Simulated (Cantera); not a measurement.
Input: 1 mol Fe3O4, 5 mol C, 5.3 mol N2, equilibrated at 1150 °C and 400 Pa.

Method: chemical equilibrium by Gibbs-energy minimisation in Cantera with the NASA 1993 tables (ideal gas, pure condensed phases). Candidate condensed phases: C, Fe, Fe(CO)5, FeO, Fe2O3, Fe3O4; 27 gas species. Iron dissolves carbon and melts from about 1420 K in contact with it, which pure phases cannot show. Condensed phases not in the tables: cementite and carbon dissolved in iron. Equilibrium is a limit: real reactors are often held back by kinetics, nucleation or transport.

Base state: N2 0.570, CO 0.430 (mole fractions); condensed: C(graphite) + Fe(γ).

Q: What changes in the equilibrium state with this change: temperature from 1150 °C to 2400 °C?

A: 
| species | before | after |
|---|---|---|
| N2 | 0.570 | 0.427 |
| CO | 0.430 | 0.324 |
| Fe | 6.69e-6 | 0.243 |
| CN | <1e-9 | 0.00408 |
| C3 | <1e-9 | 0.00153 |
| C | <1e-9 | 0.000384 |
| C2 | <1e-9 | 0.000146 |
| C2N2 | <1e-9 | 8.75e-5 |
| C(graphite), mol | 1.00 | 0.882 |
| Fe(γ), mol | 3.00 | 0 |

Q: What changes in the equilibrium state with this change: temperature from 1150 °C to 2077 °C?

A: 
```tsv
species	before	after
N2	0.570	0.431
CO	0.430	0.325
Fe	6.69e-6	0.244
CN	<1e-9	0.000284
C2N2	<1e-9	1.28e-5
C3	<1e-9	1.03e-5
C(graphite), mol	1.00	0.996
Fe(γ), mol	3.00	0
```
